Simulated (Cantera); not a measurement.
An isothermal, constant-pressure homogeneous reactor starts with NH3 : H2 = 1 : 1.6 (molar parts), at 1375 K and 11.3 Torr. Integrator tolerance rtol = 1e-08.

Cantera simulation using the gas-phase N/H chemistry of the illustrative SiF4/NH3 mechanism in the Surface Chemkin manual (1991); the numbers are that mechanism's predictions, not measurements. Walls and surfaces, which speed up NH3 decomposition in real reactors, are not modelled.

Problem. What does this change do: temperature 1375 to 2150 K?

Solution. 
| quantity | before | after |
|---|---|---|
| x(NH3) at 30.0 s | 0.384 (gas-phase equilibrium 4.10e-7) | 9.72e-8 (gas-phase equilibrium 6.70e-8) |
| x(H2) at 30.0 s | 0.616 (gas-phase equilibrium 0.861) | 0.832 (gas-phase equilibrium 0.832) |
| x(N2H4) at 30.0 s | 1.37e-9 (gas-phase equilibrium <1e-12) | <1e-12 (gas-phase equilibrium <1e-12) |
| x(NH) at 30.0 s | 2.04e-8 (gas-phase equilibrium <1e-12) | 1.15e-8 (gas-phase equilibrium 7.90e-9) |
| x(N2) at 30.0 s | 0.000242 (gas-phase equilibrium 0.139) | 0.137 (gas-phase equilibrium 0.137) |
| x(H) at 30.0 s | 8.55e-6 (gas-phase equilibrium 2.61e-5) | 0.0316 (gas-phase equilibrium 0.0316) |
